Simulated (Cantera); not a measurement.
**Hydrocarbon pyrolysis for carbon deposition**

An isothermal, constant-pressure homogeneous reactor starts with 4.30 % CH₄, 94.7 % N₂, 0.990 % H₂O, at 1600 K and 20.0 Torr.

Model: GRI-Mech 3.0 (53 species, 325 reactions), integrated in Cantera. GRI-Mech 3.0 stops at C3 and has no aromatics, soot or wall deposition, so with more carbon than oxygen in the feed, carbon stays in small species such as C2H2 where larger ones or solid carbon would form. Radical loss at walls, strong at low pressure, is not modelled.

| t (s) | x CH₄ | x C₂H₂ | x H₂ | x CH₃ | x CH₂ |
|---|---|---|---|---|---|
| 0.000900 | 0.0430 | <1e-12 | 2.28e-6 | 4.65e-6 | 3.26e-11 |
| 0.00208 | 0.0430 | 2.59e-11 | 5.42e-6 | 1.09e-5 | 1.49e-10 |
| 0.00483 | 0.0430 | 7.91e-10 | 1.28e-5 | 2.53e-5 | 7.25e-10 |
| 0.0112 | 0.0430 | 2.36e-8 | 3.19e-5 | 5.83e-5 | 3.62e-9 |
| 0.0259 | 0.0429 | 7.05e-7 | 0.000100 | 0.000133 | 1.77e-8 |
| 0.0600 | 0.0424 | 2.12e-5 | 0.000543 | 0.000289 | 7.87e-8 |
| 0.139 | 0.0390 | 0.000561 | 0.00421 | 0.000505 | 2.41e-7 |
| 0.322 | 0.0287 | 0.00531 | 0.0189 | 0.000445 | 2.64e-7 |
| 0.746 | 0.0174 | 0.0118 | 0.0364 | 0.000275 | 1.80e-7 |
| 1.73 | 0.00838 | 0.0163 | 0.0499 | 0.000151 | 1.19e-7 |
| 4.00 | 0.00317 | 0.0187 | 0.0582 | 7.04e-5 | 7.19e-8 |
x: mole fraction; the columns are a selection and need not sum to one.

Equilibrium at this temperature and pressure: CH₄ 8.79e-6, C₂H₂ 0.00267, H₂ 0.0754, CH₃ 2.18e-7, CH₂ 2.48e-10 (gas phase only).
